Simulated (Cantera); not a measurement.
A freely propagating, adiabatic, planar premixed flame of H2 : O2 : N2 = 1 : 0.455 : 1.71 (molar parts), equivalence ratio 1.1, unburnt at 473 K and 0.493 atm; mixture-averaged transport, grid criteria slope 0.08 and curve 0.16, no radiation.

Model: the H2/O2 subset of GRI-Mech 3.0, which has no nitrogen chemistry, integrated in Cantera. Burning velocities carry a grid error of a few per cent, more on coarse grids.

Question: How do the results move with these cheaper or finer settings: unity-Lewis-number transport; multicomponent transport; multicomponent+Soret transport; grid criteria slope 0.5, curve 1; grid criteria slope 0.25, curve 0.5; grid criteria slope 0.03, curve 0.06?

Answer: 
| setting | laminar burning velocity | thermal thickness | peak x(O) | peak x(HO2) | grid points |
|---|---|---|---|---|---|
| as above | 498 cm/s | 1.07 mm | 0.0121 | 0.000240 | 137 |
| unity-Lewis-number transport | 319 cm/s | 0.815 mm | 0.0123 | 0.000183 | 130 |
| multicomponent transport | 488 cm/s | 1.06 mm | 0.0120 | 0.000240 | 137 |
| multicomponent+Soret transport | 462 cm/s | 1.04 mm | 0.0119 | 0.000240 | 137 |
| grid criteria slope 0.5, curve 1 | 567 cm/s | 1.43 mm | 0.0124 | 0.000228 | 42 |
| grid criteria slope 0.25, curve 0.5 | 526 cm/s | 1.17 mm | 0.0126 | 0.000228 | 70 |
| grid criteria slope 0.03, curve 0.06 | 492 cm/s | 1.04 mm | 0.0120 | 0.000242 | 299 |
Unity Lewis numbers drop preferential diffusion, which matters most where H2 and H carry the flame; Soret adds thermal diffusion.
